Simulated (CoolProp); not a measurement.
Vapour-liquid equilibrium of dimethyl carbonate (1) + n-heptane (2) at 0.0514 MPa; x and y are mole fractions of (1).

Computed with CoolProp (multi-fluid Helmholtz-energy mixture model, Zhou 2011 and Span 2003; pair parameters Bell 2016).

```
x      bubble temperature (°C)  y at the bubble point  dew temperature at overall composition x (°C)  liquid density (mol/L)
-----  -----------------------  ---------------------  ---------------------------------------------  ----------------------
0.05                      72.1                  0.187                                           75.6                   6.504
0.125                     67.6                  0.349                                           73.7                   6.757
0.2                       65.0                  0.441                                           71.8                   7.011
0.275                     63.5                  0.497                                           69.7                   7.274
0.35                      62.7                  0.532                                           67.6                   7.552
0.425                     62.2                  0.557                                           65.5                   7.850
0.5                       62.0                  0.574                                           63.4                   8.172
0.575                     62.0                  0.589                                           62.0                   8.522
0.65                      62.0                  0.604                                           62.5                   8.904
0.725                     62.2                  0.624                                           64.0                   9.320
0.8                       62.7                  0.656                                           65.7                   9.773
0.875                     63.8                  0.715                                           67.4                   10.26
0.95                      66.6                  0.837                                           69.1                   10.78
```

y crosses x between x = 0.575 and 0.65: the model has an azeotrope there.

The pair parameters rest on a limited set of measurements; away from them the model extrapolates.
